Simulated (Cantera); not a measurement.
A closed system holds: 1 mol SiHCl3, a varied amount of N2, held at 2023 K and 22.0 mbar.

These are equilibrium values from Cantera (NASA tables, ideal gas, pure condensed phases), not measurements of a reactor. Candidate condensed phases: NH4Cl, Si, Si3N4; 28 gas species. The tables' values for SiCl3, SiCl are old estimates; treat these amounts as uncertain. The numbers say what is thermodynamically allowed, not how fast it happens.

x: gas mole fraction; nothing condenses.

```
n(N2) (mol)   x N2  x SiCl2   x HCl     x Cl     x H2
-----------  -----  -------  ------  -------  -------
2.9          0.590    0.192   0.178   0.0154   0.0121
4.7          0.699    0.142   0.130   0.0130  0.00894
7.8              ?        ?       ?        ?        ?
13           0.863        ?       ?        ?        ?
21           0.910   0.0420  0.0366  0.00633  0.00302
34           0.942   0.0269  0.0230  0.00479  0.00208
56           0.963   0.0167  0.0139  0.00354  0.00140
```

### Question
What belongs in the gaps?

### Answer

- 7.8, x N2: 0.793
- 7.8, x SiCl2: 0.0976
- 7.8, x HCl: 0.0880
- 7.8, x Cl: 0.0105
- 7.8, x H2: 0.00631
- 13, x SiCl2: 0.0642
- 13, x HCl: 0.0569
- 13, x Cl: 0.00821
- 13, x H2: 0.00434
